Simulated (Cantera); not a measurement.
An isothermal, constant-pressure homogeneous reactor starts with H2 : O2 : N2 = 1.6 : 1 : 5.8 (molar parts), equivalence ratio 0.80, at 1325 K and 750 Torr.

Cantera simulation using the H2/O2 subset of GRI-Mech 3.0, which has no nitrogen chemistry; the numbers are that mechanism's predictions, not measurements. The temperature is held fixed by assumption; the heat of reaction is taken as removed at once.

x: mole fraction; the columns are a selection and need not sum to one.

```csv
t (s),x H2,x O2,x O,x H2O2,x H2O,x HO2,x OH
2.00e-6,0.190,0.119,4.74e-9,8.37e-11,1.32e-8,2.76e-8,3.28e-9
1.12e-5,0.190,0.119,6.75e-7,4.21e-9,4.90e-6,4.60e-7,4.49e-7
6.32e-5,0.0173,0.0356,0.00563,5.41e-6,0.174,3.39e-5,0.00432
0.000356,0.000919,0.0265,0.000156,1.61e-6,0.209,1.39e-5,0.000678
0.00200,3.09e-5,0.0263,5.60e-6,1.72e-7,0.210,1.01e-6,0.000134
0.0112,1.86e-6,0.0263,4.96e-7,2.15e-8,0.211,7.89e-8,4.03e-5
0.0632,(withheld),0.0263,(withheld),(withheld),0.211,(withheld),(withheld)
0.356,1.76e-7,0.0263,4.52e-8,2.27e-9,0.211,1.45e-8,1.21e-5
2.00,1.75e-7,0.0263,4.50e-8,2.26e-9,0.211,1.44e-8,1.21e-5
```

### Question
Some entries are withheld; supply them.

### Answer

- 0.0632, x H2: 3.03e-7
- 0.0632, x O: 8.59e-8
- 0.0632, x H2O2: 4.15e-9
- 0.0632, x HO2: 1.82e-8
- 0.0632, x OH: 1.67e-5
